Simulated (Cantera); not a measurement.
Charge: 1 mol Cu, 6.2 mol F2, at 1348 K and 13.3 mbar.

Equilibrium computed with Cantera from the NASA thermochemical tables; the gas is ideal and each condensed phase is pure. Candidate condensed phases: Cu, CuF2; 6 gas species. Kinetics and transport are ignored.

Base state: F 0.905, CuF2 0.0883, F2 0.00663 (mole fractions); condensed: gas only.

**Question.** What changes in the equilibrium state with this change: temperature from 1348 K to 1148.15 K?

**Answer.** 
```json
[
 {"species": "F", "before": "0.905", "after": "0.881"},
 {"species": "F2", "before": "0.00663", "after": "0.0829"},
 {"species": "CuF2", "before": "0.0883", "after": "0.0357"},
 {"species": "CuF2(l), mol", "before": "0", "after": "0.645"}
]
```
